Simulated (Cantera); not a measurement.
Input: 1 mol CH3SiCl3, 310 mol H2, held at 2175 K and 0.430 bar.

Method: chemical equilibrium by Gibbs-energy minimisation in Cantera with the NASA 1993 tables (ideal gas, pure condensed phases). Candidate condensed phases: C, C6H6, C7H8, C8H18, Si, SiC; 109 gas species. The feed counts by its element totals alone. The tables' values for SiCl are old estimates; treat these amounts as uncertain. Gases not in the tables: Si2H6 and higher silanes. Kinetics and transport are ignored.

Base state: H2 0.983, HCl 0.00936, H 0.00738, Si 0.000217, C2H2 (acetylene) 0.000207, SiH2 8.42e-5, SiH 6.56e-5, SiCl2 5.71e-5 (mole fractions); condensed: SiC(s).

Question: What changes in the equilibrium state with this change: temperature from 2175 K to 1448 K?

Answer: 
| species | before | after |
|---|---|---|
| H2 | 0.983 | 0.990 |
| HCl | 0.00936 | 0.00948 |
| CH4 | 3.54e-5 | 5.00e-5 |
| H | 0.00738 | 1.40e-5 |
| Si | 0.000217 | 1.13e-9 |
| SiCl2 | 5.71e-5 | 4.65e-5 |
| C2H2 (acetylene) | 0.000207 | 5.93e-9 |
| SiH | 6.56e-5 | 2.96e-9 |
| Si2C | 1.17e-5 | <1e-9 |
| SiC(s), mol | 0.852 | 0.984 |
